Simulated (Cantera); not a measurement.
A freely propagating, adiabatic, planar premixed flame of H2 : O2 : N2 = 1 : 0.5 : 1.88 (molar parts), equivalence ratio 1.0, unburnt at 498 K and 1.01 bar; mixture-averaged transport, grid criteria slope 0.08 and curve 0.16, no radiation.

Cantera simulation using the H2/O2 subset of GRI-Mech 3.0, which has no nitrogen chemistry; the numbers are that mechanism's predictions, not measurements. Burning velocities carry a grid error of a few per cent, more on coarse grids.

x: mole fraction of selected species; z is measured from the peak of heat release.

```
z (mm)       T (K)  u (m/s)    x H2    x O2       x O      x H     x H2O   x H2O2
------  ----------  -------  ------  ------  --------  -------  --------  -------
-1.29          498     5.33   0.296   0.148     <1e-8    <1e-8     <1e-8    <1e-8
-0.860         498     5.33   0.296   0.148     <1e-8    <1e-8     <1e-8    <1e-8
-0.645         498     5.33   0.296   0.148     <1e-8    <1e-8     <1e-8    <1e-8
-0.430         498     5.33   0.296   0.148     <1e-8    <1e-8   6.73e-8    <1e-8
-0.215         507     5.40   0.292   0.149   2.30e-6  2.27e-5  0.000252  2.97e-6
-0.107  (withheld)     7.54   0.258   0.145  0.000217  0.00397    0.0178  3.51e-5
0       (withheld)     12.0   0.155   0.106   0.00484   0.0320     0.105  6.59e-6
0.107   (withheld)     15.2  0.0682  0.0489    0.0114   0.0535     0.206  3.28e-6
0.215   (withheld)     16.6  0.0491  0.0321    0.0123   0.0507     0.235  1.91e-6
0.430   (withheld)     18.0  0.0455  0.0262    0.0108   0.0394     0.248  9.90e-7
0.860         2020     19.4  0.0427  0.0221   0.00827   0.0276     0.261  5.41e-7
1.72          2173     20.6  0.0377  0.0180   0.00573   0.0177     0.276  3.41e-7
3.44          2304     21.6  0.0313  0.0143   0.00362   0.0105     0.290  2.50e-7
```

Question: Some entries are withheld; supply them.

Answer: 
- -0.107, T (K): 727
- 0, T (K): 1205
- 0.107, T (K): 1536
- 0.215, T (K): 1693
- 0.430, T (K): 1855
